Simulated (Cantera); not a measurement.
# Premixed flame

A freely propagating, adiabatic, planar premixed flame of CH₄ : O₂ : N₂ = 1 : 1.54 : 5.78 (molar parts), equivalence ratio 1.3, unburnt at 350 K and 975 Torr; mixture-averaged transport, grid criteria slope 0.08 and curve 0.16, no radiation.

Computed with Cantera and GRI-Mech 3.0 (53 species, 325 reactions). Burning velocities carry a grid error of a few per cent, more on coarse grids.

| z (mm) | T (K) | u (m/s) | x CH₄ | x O₂ | x NO | x C₂H | x H | x OH |
|---|---|---|---|---|---|---|---|---|
| -1.45 | 350 | 0.286 | 0.120 | 0.185 | <1e-8 | <1e-8 | <1e-8 | <1e-8 |
| -0.964 | 354 | 0.291 | 0.119 | 0.184 | <1e-8 | <1e-8 | <1e-8 | <1e-8 |
| -0.723 | 373 | 0.308 | 0.117 | 0.182 | 4.05e-8 | <1e-8 | <1e-8 | <1e-8 |
| -0.482 | 504 | 0.422 | 0.108 | 0.172 | 5.62e-7 | <1e-8 | <1e-8 | 1.30e-7 |
| -0.241 | 1039 | 0.887 | 0.0699 | 0.124 | 7.78e-6 | <1e-8 | 2.55e-5 | 7.76e-6 |
| -0.120 | 1460 | 1.26 | 0.0372 | 0.0781 | 1.62e-5 | 1.21e-8 | 0.000290 | 9.42e-5 |
| 0 | 1824 | 1.59 | 0.00917 | 0.0313 | 2.86e-5 | 5.25e-7 | 0.00193 | 0.000749 |
| 0.120 | 1977 | 1.72 | 0.000956 | 0.00825 | 4.71e-5 | 8.39e-7 | 0.00428 | 0.00189 |
| 0.241 | 2014 | 1.75 | 8.37e-5 | 0.00213 | 6.39e-5 | 2.30e-7 | 0.00520 | 0.00232 |
| 0.482 | 2034 | 1.76 | 1.36e-6 | 0.000429 | 8.05e-5 | 1.06e-8 | 0.00494 | 0.00219 |
| 0.964 | 2051 | 1.77 | <1e-8 | 0.000209 | 9.00e-5 | <1e-8 | 0.00389 | 0.00177 |
| 1.93 | 2068 | 1.79 | <1e-8 | 9.99e-5 | 9.35e-5 | <1e-8 | 0.00267 | 0.00125 |
| 3.86 | 2082 | 1.80 | <1e-8 | 3.74e-5 | 9.43e-5 | <1e-8 | 0.00162 | 0.000775 |
x: mole fraction of selected species; z is measured from the peak of heat release.

The laminar burning velocity is 28.6 cm/s. The thermal thickness comes out as 0.482 mm and the peak x(C₂H) comes out as 9.80e-7. The peak x(H) comes out as 0.00526 and the peak x(OH) comes out as 0.00234. The grid points comes out as 150.
